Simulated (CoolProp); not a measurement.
Model: reference Helmholtz-energy equation of state, Eisenbach 2021, in CoolProp.

Problem. For propylene glycol, give the phase and the speed of sound (m/s) at 411.5 K and 0.0168 MPa.

Solution. 
- 411.5 K and 0.0168 MPa: gas; speed of sound 217
